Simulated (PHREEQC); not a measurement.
Solution (5 °C): 0.0035 mol/kgw HCl and 0.0011 mol/kgw FeSO4. It is in equilibrium with CO2 at log p = -3.5 (atm). Otherwise closed; pH follows from the charge balance.

Computed with PHREEQC (ion-association model, wateq4f.dat).

Precipitation was switched off in this run.

**Question.** Estimate the pH.

**Answer.** pH 2.51.

**Question.** In which forms is Fe present?

**Answer.** Fe+2 94 %, FeSO4 5.2 % of the Fe.

Complexes and solids missing from the database can't appear. At this temperature some constants are extrapolated from 25 °C, and those without enthalpy data are left unchanged.
